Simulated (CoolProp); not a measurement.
A single-stage vapour-compression cycle with the fluid: evaporating at 313.15 K (dew point), condensing at 375.15 K (bubble point), superheat 8 K, subcooling 0 K, compressor efficiency 0.75, no pressure losses. The same conditions are run with several fluids, on thermodynamics alone (safety and materials aside).

Computed with CoolProp (reference Helmholtz-energy equation of state of each fluid (chloromethane (R40): Thol 2014; R365MFC: Lemmon 2016; propyne: Polt 1992; R113: Marx 1992; tetrahydrofuran: Fiedler 2023; R245fa: Akasaka 2015)). The equations of Platzer and Polt are older, rougher fits.

```json
[
 {"fluid": "chloromethane (R40)", "cooling COP": "___", "pressure ratio": "___", "discharge temperature (K)": "439.6", "refrigerating effect (kJ/kg)": "250", "volumetric capacity (kJ/m³)": "4730"},
 {"fluid": "R365MFC", "cooling COP": "2.54", "pressure ratio": "6.12", "discharge temperature (K)": "375.1", "refrigerating effect (kJ/kg)": "105", "volumetric capacity (kJ/m³)": "608"},
 {"fluid": "propyne", "cooling COP": "2.48", "pressure ratio": "3.94", "discharge temperature (K)": "408.2", "refrigerating effect (kJ/kg)": "271", "volumetric capacity (kJ/m³)": "4120"},
 {"fluid": "R113", "cooling COP": "2.78", "pressure ratio": "5.85", "discharge temperature (K)": "375.9", "refrigerating effect (kJ/kg)": "___", "volumetric capacity (kJ/m³)": "___"},
 {"fluid": "tetrahydrofuran", "cooling COP": "3.15", "pressure ratio": "7.12", "discharge temperature (K)": "403.2", "refrigerating effect (kJ/kg)": "326", "volumetric capacity (kJ/m³)": "359"},
 {"fluid": "R245fa", "cooling COP": "2.46", "pressure ratio": "5.28", "discharge temperature (K)": "___", "refrigerating effect (kJ/kg)": "___", "volumetric capacity (kJ/m³)": "1350"}
]
```

### Question
Complete the blanks.

### Answer

- chloromethane (R40), cooling COP: 2.72
- chloromethane (R40), pressure ratio: 3.85
- R113, refrigerating effect (kJ/kg): 92.1
- R113, volumetric capacity (kJ/m³): 522
- R245fa, discharge temperature (K): 380.1
- R245fa, refrigerating effect (kJ/kg): 99.5

The compression ends wet for: R365MFC.
